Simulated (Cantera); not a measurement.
Charge: 1 mol ZrO2, 6.8 mol H2, 0.051 mol H2O, at 10.0 mbar.

Cantera equilibrium calculation (NASA polynomials, part measured and part estimated; ideal gas, pure solids and liquids). Candidate condensed phases: H2O, Zr, ZrO2; 12 gas species. Rates play no part.

Which condensed phases are stable at each of these points (T (K)): 1275, 1350, 1425, 1500, 1575, 1650, 1725, 1800, 1875, 1950, 2025, 2100, 2175?


| T (K) | condensed phases | Zr condensed (%) |
|---|---|---|
| 1275 | ZrO2(monoclinic) | 100.0 |
| 1350 | ZrO2(monoclinic) | 100.0 |
| 1425 | ZrO2(monoclinic) | 100.0 |
| 1500 | ZrO2(tetragonal) | 100.0 |
| 1575 | ZrO2(tetragonal) | 100.0 |
| 1650 | ZrO2(tetragonal) | 100.0 |
| 1725 | ZrO2(tetragonal) | 100.0 |
| 1800 | ZrO2(tetragonal) | 100.0 |
| 1875 | ZrO2(tetragonal) | 100.0 |
| 1950 | ZrO2(tetragonal) | 100.0 |
| 2025 | ZrO2(tetragonal) | 100.0 |
| 2100 | ZrO2(tetragonal) | 100.0 |
| 2175 | ZrO2(tetragonal) | 100.0 |

From 1275 K to 1425 K the condensed part is ZrO2(monoclinic). From 1500 K to 2175 K the condensed part is ZrO2(tetragonal).
